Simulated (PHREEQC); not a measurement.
H2SO4 is added in steps, without added water, to 1 kg of water holding 0.0066 mol AgF and 0.00016 mol Cu(NO3)2, at 25 °C. Oxygen is held at 0.21 atm. CO2 from the air is kept out. Solids allowed: Cu(OH)2, Brochantite, Antlerite, Cu2(OH)3NO3, Ag2O, Ag2SO4, Chalcanthite, CuF2:2H2O. Others were left out.

Base run: PHREEQC, ion-association model, wateq4f.dat. Each further column changes one thing. The table gives pH.

```tsv
H2SO4 added (mol)	base	AgF from 0.0066 to 0.066 mol/kgw	AgF replaced by KHF2 at the same molality	AgF left out	no solid may form
0	6.07	6.50	3.23	5.65	6.07
0.0006375	3.83	4.84	3.10	2.93	3.83
0.001275	3.45	4.53	___	2.65	3.45
0.001594	3.32	4.42	___	2.56	3.32
0.002231	3.09	___	___	2.43	3.09
0.002869	2.90	4.15	2.69	2.34	2.90
0.003506	2.74	4.05	2.59	2.26	2.74
0.003825	2.68	4.01	___	2.23	2.68
0.004463	2.56	___	2.46	2.17	2.56
0.0051	2.46	___	2.39	2.12	2.46
```

### Question
Some entries are withheld; supply them.

### Answer

- 0.001275, AgF replaced by KHF2 at the same molality: 2.97
- 0.001594, AgF replaced by KHF2 at the same molality: 2.91
- 0.002231, AgF from 0.0066 to 0.066 mol/kgw: 4.27
- 0.002231, AgF replaced by KHF2 at the same molality: 2.79
- 0.003825, AgF replaced by KHF2 at the same molality: 2.55
- 0.004463, AgF from 0.0066 to 0.066 mol/kgw: 3.93
- 0.0051, AgF from 0.0066 to 0.066 mol/kgw: 3.86

 Solids allowed in the column 'AgF replaced by KHF2 at the same molality': Cu(OH)2, Brochantite, Antlerite, Cu2(OH)3NO3, Chalcanthite, CuF2:2H2O. Solids allowed in the column 'AgF left out': Cu(OH)2, Brochantite, Antlerite, Cu2(OH)3NO3, Chalcanthite.
